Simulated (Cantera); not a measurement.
## N2O furnace oxynitridation

A perfectly stirred reactor is fed with 93.0 % N2O, 6.98 % O2, at 1.01 bar; it is held at 1200 K, and followed from long to short residence time.

Cantera simulation using GRI-Mech 3.0 (53 species, 325 reactions); the numbers are that mechanism's predictions, not measurements. GRI-Mech 3.0 was tuned for natural gas; its chemistry of N2O as a main component is partial and can be far from experiment. The mechanism lacks the step 2 NO + O2 → 2 NO2, which can matter for NO2 below about 1400 K. The temperature is held fixed by assumption; the heat of reaction is taken as removed at once.

| τ (s) | x N2O | x O2 | x O | x NO | x N2 | x NO2 |
|---|---|---|---|---|---|---|
| 0.44 | 0.686 | 0.139 | 1.52e-6 | 0.0162 | 0.159 | 0.000179 |
| 0.20 | 0.797 | 0.107 | 1.62e-6 | 0.00915 | 0.0864 | 9.73e-5 |
| 0.094 | 0.861 | 0.0892 | 1.67e-6 | 0.00481 | 0.0445 | 4.77e-5 |
| 0.043 | 0.897 | 0.0791 | 1.70e-6 | 0.00233 | 0.0214 | 2.02e-5 |
| 0.020 | 0.915 | 0.0742 | 1.71e-6 | 0.00112 | 0.0102 | 7.62e-6 |
| 0.0092 | 0.923 | 0.0718 | 1.72e-6 | 0.000520 | 0.00473 | 2.42e-6 |
| 0.0043 | 0.927 | 0.0707 | 1.72e-6 | 0.000245 | 0.00222 | 6.83e-7 |
| 0.0020 | 0.929 | 0.0702 | 1.72e-6 | 0.000114 | 0.00103 | 1.70e-7 |
| 0.00090 | 0.930 | 0.0700 | 1.71e-6 | 5.13e-5 | 0.000465 | 3.70e-8 |
| 0.00042 | 0.930 | 0.0699 | 1.70e-6 | 2.38e-5 | 0.000216 | 8.21e-9 |
| 0.00019 | 0.930 | 0.0698 | 1.67e-6 | 1.06e-5 | 9.71e-5 | 1.65e-9 |
x: mole fraction; the columns are a selection and need not sum to one.
